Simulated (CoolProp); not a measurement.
Model: reference Helmholtz-energy equation of state, Lemmon 2006, in CoolProp. It is a short technical equation, of lower accuracy than the large ones.

Problem. Give the vapour pressure (MPa), vapour density (kg/m³), liquid viscosity (µPa s), vapour viscosity (µPa s) of saturated isopentane at 358.5 K.

Solution. 
| T (K) | p (MPa) | vapour density (kg/m³) | liquid viscosity (µPa s) | vapour viscosity (µPa s) |
|---|---|---|---|---|
| 358.5 | 0.520 | 14.6 | 116 | 8.60 |

Viscosity comes from a separate model (Chung 1988), a generic estimate that can be far off for the liquid and wasn't checked against measurements.
